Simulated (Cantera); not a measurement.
Input: 1 mol SiO2, 65 mol HCl, 0.16 mol O2, held at 650 °C and 12.0 Pa.

These are equilibrium values from Cantera (NASA tables, ideal gas, pure condensed phases), not measurements of a reactor. Candidate condensed phases: H2O, Si, SiO2; 30 gas species. The numbers say what is thermodynamically allowed, not how fast it happens.

Base state: HCl 0.990, H2O 0.00490, Cl2 0.00455, Cl 0.000688, O2 1.15e-5 (mole fractions); condensed: SiO2(β-quartz).

Q: What changes in the equilibrium state with this change: temperature from 650 °C to 1125 °C?

A: 
```csv
species,before,after
HCl,0.990,0.983
Cl,0.000688,0.0116
H2O,0.00490,0.00489
Cl2,0.00455,2.05e-5
H2,<1e-9,0.000911
H,<1e-9,1.30e-5
O2,1.15e-5,4.61e-8
"SiO2(β-quartz), mol",1.00,1.000
```
The tables hold silica as quartz up to 1696 K and as liquid above; real silica turns to tridymite and cristobalite and melts near 1996 K.
